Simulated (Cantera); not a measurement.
A perfectly stirred reactor is fed with CH₄ : O₂ : N₂ = 0.011 : 0.025 : 1 (molar parts), at 11300 Torr; it is held at 1350 K, and followed from long to short residence time.

Detailed kinetics in Cantera: GRI-Mech 3.0 (53 species, 325 reactions). The pressure lies above the range GRI-Mech 3.0 was tuned for (to about 10 atm). The temperature is held fixed by assumption; the heat of reaction is taken as removed at once.

### Question
What does this change do: pressure from 11300 Torr to 6900 Torr?

### Answer
```tsv
quantity	before	after
x(CH₄) at τ = 1.70 s	8.26e-6	5.87e-6
x(O₂) at τ = 1.70 s	0.00295	0.00293
x(C₂H) at τ = 1.70 s	1.08e-12	1.06e-12
x(CH₂) at τ = 1.70 s	5.77e-10	1.21e-9
x(CH₂CO) at τ = 1.70 s	5.24e-8	2.39e-8
x(CH₄) at τ = 26.0 ms	0.000266	0.000234
x(O₂) at τ = 26.0 ms	0.00460	0.00449
x(C₂H) at τ = 26.0 ms	1.19e-11	1.95e-11
x(CH₂) at τ = 26.0 ms	8.58e-9	2.07e-8
x(CH₂CO) at τ = 26.0 ms	4.78e-6	3.68e-6
```

### Question
What does this change do: 0.03 parts H2 added?

### Answer
```tsv
quantity	before	after
x(CH₄) at τ = 1.70 s	8.26e-6	0.00203
x(O₂) at τ = 1.70 s	0.00295	0.000264
x(C₂H) at τ = 1.70 s	1.08e-12	4.19e-12
x(CH₂) at τ = 1.70 s	5.77e-10	1.29e-10
x(CH₂CO) at τ = 1.70 s	5.24e-8	4.06e-6
x(CH₄) at τ = 26.0 ms	0.000266	0.00211
x(O₂) at τ = 26.0 ms	0.00460	0.00204
x(C₂H) at τ = 26.0 ms	1.19e-11	1.34e-11
x(CH₂) at τ = 26.0 ms	8.58e-9	2.13e-9
x(CH₂CO) at τ = 26.0 ms	4.78e-6	1.29e-5
```
